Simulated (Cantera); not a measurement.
**Hydrocarbon pyrolysis for carbon deposition**

A perfectly stirred reactor is fed with C2H6 : N2 = 1 : 1 (molar parts), at 0.110 bar; it is held at 1200 K, and followed from long to short residence time.

Cantera simulation using GRI-Mech 3.0 (53 species, 325 reactions); the numbers are that mechanism's predictions, not measurements. GRI-Mech 3.0 stops at C3 and has no aromatics, soot or wall deposition, so with more carbon than oxygen in the feed, carbon stays in small species such as C2H2 where larger ones or solid carbon would form.

```json
[
 {"τ (s)": "0.32", "x C2H6": "0.0393", "x CH3": "4.46e-5", "x H2": "0.289", "x CH4": "0.0674", "x C2H": "2.57e-10"},
 {"τ (s)": "0.19", "x C2H6": "0.0613", "x CH3": "5.35e-5", "x H2": "0.267", "x CH4": "0.0627", "x C2H": "2.01e-10"},
 {"τ (s)": "0.11", "x C2H6": "0.0971", "x CH3": "6.44e-5", "x H2": "0.240", "x CH4": "0.0549", "x C2H": "1.43e-10"},
 {"τ (s)": "0.067", "x C2H6": "0.144", "x CH3": "7.55e-5", "x H2": "0.210", "x CH4": "0.0455", "x C2H": "9.93e-11"},
 {"τ (s)": "0.040", "x C2H6": "0.206", "x CH3": "8.74e-5", "x H2": "0.173", "x CH4": "0.0345", "x C2H": "6.58e-11"},
 {"τ (s)": "0.023", "x C2H6": "0.280", "x CH3": "9.90e-5", "x H2": "0.130", "x CH4": "0.0234", "x C2H": "4.21e-11"},
 {"τ (s)": "0.014", "x C2H6": "0.343", "x CH3": "0.000107", "x H2": "0.0932", "x CH4": "0.0154", "x C2H": "2.81e-11"},
 {"τ (s)": "0.0082", "x C2H6": "0.398", "x CH3": "0.000112", "x H2": "0.0606", "x CH4": "0.00932", "x C2H": "1.78e-11"},
 {"τ (s)": "0.0048", "x C2H6": "0.438", "x CH3": "0.000112", "x H2": "0.0370", "x CH4": "0.00536", "x C2H": "1.08e-11"},
 {"τ (s)": "0.0029", "x C2H6": "0.463", "x CH3": "0.000107", "x H2": "0.0221", "x CH4": "0.00306", "x C2H": "6.21e-12"}
]
```
x: mole fraction; the columns are a selection and need not sum to one.
